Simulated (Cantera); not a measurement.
A perfectly stirred reactor is fed with 2.69 % CH4, 1.18 % C2H6, 0.234 % C3H8, 20.1 % O2, 75.8 % N2, equivalence ratio 0.53, at 0.430 bar; it is adiabatic with a 575 K inlet, and is followed from long to short residence time, starting on the burning branch (τ in s: 0.47, 0.12, 0.03, 0.0077, 0.002, 0.0005, 0.00013, 3.2e-05, 8.1e-06).

Cantera simulation using GRI-Mech 3.0 (53 species, 325 reactions); the numbers are that mechanism's predictions, not measurements.

**Question.** Predict: blow-out, bracketed by the residence times tried; x(CH4) at τ = 0.470 s; x(C2H6) at τ = 0.470 s; x(C3H8) at τ = 0.470 s; x(C2H2) at τ = 0.470 s; x(CH2CO) at τ = 0.470 s; x(CH4) at τ = 2.00 ms; x(C2H6) at τ = 2.00 ms; x(C3H8) at τ = 2.00 ms; x(C2H2) at τ = 2.00 ms; x(CH2CO) at τ = 2.00 ms.

**Answer.** 
```
Quantity                                                                        Result
------------------------------------------------  ------------------------------------
blow-out, bracketed by the residence times tried  burning at 0.500 ms, out at 0.130 ms
x(CH4) at τ = 0.470 s                                                          2.28e-6
x(C2H6) at τ = 0.470 s                                                         2.29e-7
x(C3H8) at τ = 0.470 s                                                         4.31e-8
x(C2H2) at τ = 0.470 s                                                         3.61e-7
x(CH2CO) at τ = 0.470 s                                                        4.56e-7
x(CH4) at τ = 2.00 ms                                                          9.11e-5
x(C2H6) at τ = 2.00 ms                                                         9.91e-6
x(C3H8) at τ = 2.00 ms                                                         1.82e-6
x(C2H2) at τ = 2.00 ms                                                         8.79e-7
x(CH2CO) at τ = 2.00 ms                                                        8.55e-6
```
